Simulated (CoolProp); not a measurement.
Properties of n-dodecane at several states.

Model: reference Helmholtz-energy equation of state, Lemmon 2004, in CoolProp. It is a short technical equation, of lower accuracy than the large ones.

```
T (°C)  p (MPa)   phase  density (kg/m³)  cv (kJ/(kg K))  speed of sound (m/s)  Joule-Thomson coefficient (K/MPa)  viscosity (µPa s)
------  -------  ------  ---------------  --------------  --------------------  ---------------------------------  -----------------
321.65     9.79  liquid            531.6           2.884                 524.2                           -0.01407                123
281.55    0.312     gas            13.50           2.686                 141.9                              20.01               8.47
299.45     1.75  liquid            512.4           2.825                 412.2                             0.2307                107
324.55     10.2  liquid            530.8           2.893                 525.2                           -0.01624                122
174.55    0.605  liquid            632.0           2.390                 770.4                            -0.2325                270
234.45    0.211  liquid            576.8           2.607                 579.6                           -0.07119                170
```

Viscosity comes from a separate model (Huber 2004).
